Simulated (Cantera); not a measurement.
Input (Python, Cantera):

```python
import numpy as np
import cantera as ct

gas = ct.Solution("gri30.yaml")
gas.TPX = 550, 37000, {'CO': 1, 'H2': 0.037, 'O2': 0.786, 'N2': 3.22, 'CO2': 0.072}
flame = ct.FreeFlame(gas, width=0.08)
flame.set_refine_criteria(ratio=3, slope=0.08, curve=0.16)
flame.transport_model = "mixture-averaged"
flame.solve(loglevel=0, auto=True)
z, T = flame.grid, flame.T
thick = (T[-1] - T[0]) / np.gradient(T, z).max()
show = ['CO', 'H2', 'O2', 'O', 'N2O', 'CO2']
print(f"laminar burning velocity  {flame.velocity[0] * 100:.3f} cm/s")
print(f"burnt temperature         {T[-1]:.1f} K")
print(f"thermal thickness         {thick * 1e3:.4f} mm")
print(f"grid points               {len(z)}")
z0 = z[flame.heat_release_rate.argmax()]
print(f"{'z/mm':>9s}{'T/K':>9s}{'u/(m/s)':>9s}" + "".join(f"{s:>11s}" for s in show))
rows = []
for k in (-3, -2, -1.5, -1, -0.5, -0.25, 0, 0.25, 0.5, 1, 2, 4, 8):
    zz = z0 + k * thick
    rows.append([k * thick, np.interp(zz, z, T), np.interp(zz, z, flame.velocity),
                 *(np.interp(zz, z, flame.X[gas.species_index(s)]) for s in show)])
    print(f"{rows[-1][0] * 1e3:9.3f}{rows[-1][1]:9.1f}{rows[-1][2]:9.3f}" + "".join(f"{x:11.3e}" for x in rows[-1][3:]))
```

It prints:

```
laminar burning velocity  57.363 cm/s
burnt temperature         2123.5 K
thermal thickness         3.7668 mm
grid points               136
     z/mm      T/K  u/(m/s)         CO         H2         O2          O        N2O        CO2
  -11.300    550.0    0.574  1.955e-01  7.228e-03  1.537e-01  4.020e-15  6.365e-17  1.408e-02
   -7.534    550.0    0.574  1.955e-01  7.195e-03  1.537e-01  1.401e-12  5.103e-15  1.408e-02
   -5.650    550.0    0.574  1.955e-01  7.136e-03  1.537e-01  2.032e-11  3.798e-14  1.408e-02
   -3.767    550.4    0.574  1.956e-01  6.908e-03  1.537e-01  1.242e-09  1.157e-12  1.408e-02
   -1.883    568.0    0.592  1.948e-01  5.899e-03  1.534e-01  4.147e-07  1.694e-10  1.458e-02
   -0.942    740.2    0.766  1.827e-01  4.328e-03  1.475e-01  1.500e-04  5.621e-09  2.566e-02
    0.000   1115.1    1.133  1.392e-01  1.410e-03  1.233e-01  5.389e-03  7.164e-08  7.156e-02
    0.942   1381.3    1.375  9.176e-02  3.494e-04  9.506e-02  1.457e-02  1.888e-07  1.251e-01
    1.883   1530.9    1.504  6.673e-02  3.266e-04  8.193e-02  1.667e-02  2.204e-07  1.545e-01
    3.767   1682.5    1.634  5.059e-02  3.394e-04  7.553e-02  1.342e-02  2.337e-07  1.739e-01
    7.534   1813.2    1.745  3.989e-02  2.864e-04  7.248e-02  8.723e-03  2.614e-07  1.868e-01
   15.067   1918.6    1.833  2.967e-02  2.086e-04  6.918e-02  5.397e-03  2.911e-07  1.988e-01
   30.135   2000.3    1.899  2.067e-02  1.402e-04  6.599e-02  3.236e-03  3.021e-07  2.093e-01
```

Model: GRI-Mech 3.0 (53 species, 325 reactions), integrated in Cantera. Burning velocities carry a grid error of a few per cent, more on coarse grids.
